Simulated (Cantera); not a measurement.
A Cantera script and what it prints.

```python
import numpy as np
import cantera as ct

gas_names = """
    B BF BF2 BF3 BH BHF2 BH2 BH3 BO BOF BOF2 BO2 B2 B2O B2O2 B2O3 B3O3F3 B3O3H3 F FO FO2 F2 F2O H HBO
    HBO2 HF HOF HO2 H2 H2F2 H2O H2O2 H3B3O6 H3F3 H4F4 H5F5 H6F6 H7F7 O OH O2 O3
""".split()
cond_names = """
    B(b) B(L) B2O3(L) B3O3H3(cr) H2O(s) H2O(L)
""".split()


# ... load() reads the species with a 1 bar reference pressure and builds the phases ...
atoms = {
    'BF3': {'B': 1, 'F': 3},
    'O2': {'O': 2},
    'H2': {'H': 2},
    'H2O': {'H': 2, 'O': 1},
}
top_T = {}  # K; cautious upper limits of use, not melting points


# ... equilibrate(T, P, feed) seeds the gas with the atoms and calls Mixture.equilibrate('TP', solver="vcs", rtol=1e-11, max_steps=5000) ...
results = []
T = 1625  # K
P = 62  # Pa
for m in [0.12, 0.22, 0.42, 0.81, 1.5, 2.9, 5.6, 11, 20, 38, 73]:
    feed = {'BF3': 1, 'O2': 0.63, 'H2': m, 'H2O': 0.49}  # mol
    mix = equilibrate(T, P, feed)
    results.append((T, P, feed, dict(zip(mix.species_names, mix.species_moles))))

top = {s: max(r[3][s] / sum(r[3][g] for g in gas_names) for r in results) for s in gas_names}
cols = sorted((s for s in top if top[s] > 1e-05), key=lambda s: -top[s])[:8]
seen = [c for c in cond_names if any(r[3].get(c, 0) > 1e-12 for r in results)]
print("log10 of partial pressures in bar; condensed amounts in mol")
print(f"{'n(H2)':>10s}" + "".join(f"{s[:9]:>10s}" for s in cols + seen))
for T, P, feed, n in results:
    ng = sum(n[g] for g in gas_names)
    print(f"{feed['H2']:10.4g}" + "".join(f"{np.log10(max(n[s] / ng * P / 1e5, 1e-99)):10.3f}" for s in cols)
          + "".join(f"{n.get(c, 0):10.4g}" for c in seen))
```

Result:

```
log10 of partial pressures in bar; condensed amounts in mol
     n(H2)        H2        HF       BOF        O2       H2O       BF3      HBO2         H
      0.12    -9.715    -3.568    -3.869    -3.898    -6.612    -4.061    -7.356    -9.009
      0.22    -9.407    -3.525    -3.826    -3.960    -6.335    -4.210    -7.080    -8.855
      0.42    -8.664    -3.462    -3.765    -4.094    -5.658    -4.700    -6.404    -8.483
      0.81    -7.190    -3.446    -3.777    -4.404    -4.340    -5.997    -5.114    -7.747
       1.5    -4.431    -3.487    -3.856    -9.234    -3.995    -6.503    -4.808    -6.367
       2.9    -3.726    -3.617    -3.987   -10.906    -4.126    -6.764    -4.939    -6.014
       5.6    -3.479    -3.794    -4.163   -11.752    -4.303    -7.116    -5.116    -5.891
        11    -3.350    -4.016    -4.386   -12.455    -4.525    -7.560    -5.339    -5.827
        20    -3.288    -4.237    -4.608   -13.023    -4.747    -8.004    -5.562    -5.796
        38    -3.251    -4.492    -4.865   -13.608    -5.003    -8.514    -5.819    -5.777
        73    -3.231    -4.761    -5.138   -14.188    -5.273    -9.056    -6.093    -5.767
```

Cantera equilibrium calculation (NASA polynomials, part measured and part estimated; ideal gas, pure solids and liquids). Gases not in the tables: H3BO3.
